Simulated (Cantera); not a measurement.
Source: NASA polynomial tables (part measured, part estimated), evaluated in Cantera. Values are per mole of reaction as written; species without (g) are pure solids or liquids, kept so even where they would boil at 1 bar. TiC: taken at fixed stoichiometry.

8 H(g) + 3 TiC + 2 O₃(g) = C₃H₈(g) + 3 TiO₂

```json
[
 {"T (K)": "2500", "ΔH° (kJ)": "…", "ΔS° (J/K)": "…", "ΔG° (kJ)": "…", "log10 K": "…"},
 {"T (K)": "2550", "ΔH° (kJ)": "-4270.1", "ΔS° (J/K)": "-1052.0", "ΔG° (kJ)": "-1587.6", "log10 K": "32.52"},
 {"T (K)": "2600", "ΔH° (kJ)": "…", "ΔS° (J/K)": "…", "ΔG° (kJ)": "…", "log10 K": "…"},
 {"T (K)": "2650", "ΔH° (kJ)": "-4269.4", "ΔS° (J/K)": "-1051.7", "ΔG° (kJ)": "-1482.4", "log10 K": "29.22"},
 {"T (K)": "2700", "ΔH° (kJ)": "…", "ΔS° (J/K)": "…", "ΔG° (kJ)": "…", "log10 K": "…"},
 {"T (K)": "2750", "ΔH° (kJ)": "-4269.3", "ΔS° (J/K)": "-1051.7", "ΔG° (kJ)": "-1377.2", "log10 K": "26.16"},
 {"T (K)": "2800", "ΔH° (kJ)": "…", "ΔS° (J/K)": "…", "ΔG° (kJ)": "…", "log10 K": "…"},
 {"T (K)": "2850", "ΔH° (kJ)": "-4269.8", "ΔS° (J/K)": "-1051.8", "ΔG° (kJ)": "-1272.0", "log10 K": "23.31"},
 {"T (K)": "2900", "ΔH° (kJ)": "-4270.3", "ΔS° (J/K)": "-1052.0", "ΔG° (kJ)": "-1219.4", "log10 K": "21.96"}
]
```

Q: What belongs in the gaps?

A: 
- 2500, ΔH° (kJ): -4270.7
- 2500, ΔS° (J/K): -1052.2
- 2500, ΔG° (kJ): -1640.2
- 2500, log10 K: 34.27
- 2600, ΔH° (kJ): -4269.6
- 2600, ΔS° (J/K): -1051.8
- 2600, ΔG° (kJ): -1535.0
- 2600, log10 K: 30.84
- 2700, ΔH° (kJ): -4269.2
- 2700, ΔS° (J/K): -1051.7
- 2700, ΔG° (kJ): -1429.8
- 2700, log10 K: 27.66
- 2800, ΔH° (kJ): -4269.5
- 2800, ΔS° (J/K): -1051.7
- 2800, ΔG° (kJ): -1324.6
- 2800, log10 K: 24.71
